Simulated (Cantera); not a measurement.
Input (Python, Cantera):

```python
import numpy as np
import cantera as ct

gas = ct.Solution("gri30.yaml")
gas.TPX = 1748, 101325, {'NO': 1, 'N2': 1.3}
reactor = ct.IdealGasConstPressureReactor(gas, energy="off", clone=False)
net = ct.ReactorNet([reactor])
net.rtol, net.atol = 1e-08, 1e-18
show = ['NO', 'O2', 'O', 'NO2', 'N2O', 'N2']
times = np.geomspace(3e-06, 2, 12)

steps = ct.SolutionArray(gas, extra=["t"])
rows = []
print(f"{'t/s':>10s}{'T/K':>9s}{'P/Pa':>11s}" + "".join(f"{s:>11s}" for s in show))
for t in times:
    while net.time < t:
        t_next = net.step()
        steps.append(gas.state, t=t_next)
    rows.append([np.interp(t, steps.t, y) for y in (steps.T, steps.P, *steps(*show).X.T)])
    print(f"{t:10.3e}{rows[-1][0]:9.1f}{rows[-1][1]:11.4g}" + "".join(f"{x:11.3e}" for x in rows[-1][2:]))
rate = np.gradient(steps.T, steps.t)
print("integrator steps:", len(steps.t))
if steps.T.max() > steps.T[0] + 200:
    print(f"time of steepest temperature rise: {steps.t[rate.argmax()]:.4e} s")
gas.TPX = 1748, 101325, {'NO': 1, 'N2': 1.3}
gas.equilibrate("TP")
print(f"equilibrium (TP): T = {gas.T:.1f} K  " + "  ".join(f"{s} {gas[s].X[0]:.3e}" for s in show))
```

It prints:

```
       t/s      T/K       P/Pa         NO         O2          O        NO2        N2O         N2
 3.000e-06   1748.0  1.013e+05  4.348e-01  1.938e-11  7.534e-08  6.992e-09  8.225e-08  5.652e-01
 1.015e-05   1748.0  1.013e+05  4.348e-01  1.952e-10  2.093e-07  6.971e-08  2.780e-07  5.652e-01
 3.436e-05   1748.0  1.013e+05  4.348e-01  1.597e-09  4.092e-07  5.387e-07  9.367e-07  5.652e-01
 1.163e-04   1748.0  1.013e+05  4.348e-01  1.017e-08  5.337e-07  2.716e-06  3.125e-06  5.652e-01
 3.935e-04   1748.0  1.013e+05  4.348e-01  7.774e-08  7.879e-07  1.064e-05  1.008e-05  5.652e-01
 1.332e-03   1748.0  1.013e+05  4.347e-01  1.191e-06  1.682e-06  4.028e-05  2.914e-05  5.652e-01
 4.506e-03   1748.0  1.013e+05  4.344e-01  2.871e-05  4.047e-06  1.272e-04  6.173e-05  5.653e-01
 1.525e-02   1748.0  1.013e+05  4.338e-01  2.960e-04  5.397e-06  1.799e-04  7.660e-05  5.656e-01
 5.160e-02   1748.0  1.013e+05  4.318e-01  1.305e-03  5.899e-06  1.974e-04  7.613e-05  5.667e-01
 1.746e-01   1748.0  1.013e+05  4.249e-01  4.675e-03  7.283e-06  2.440e-04  7.355e-05  5.701e-01
 5.910e-01   1748.0  1.013e+05  4.031e-01  1.550e-02  1.054e-05  3.424e-04  6.579e-05  5.810e-01
 2.000e+00   1748.0  1.013e+05  3.417e-01  4.610e-02  1.652e-05  4.639e-04  4.677e-05  6.117e-01
integrator steps: 713
equilibrium (TP): T = 1748.0 K  NO 3.510e-03  O2 2.156e-01  O 3.403e-05  NO2 1.003e-05  N2O 2.038e-07  N2 7.808e-01
```

Computed with Cantera and GRI-Mech 3.0 (53 species, 325 reactions).
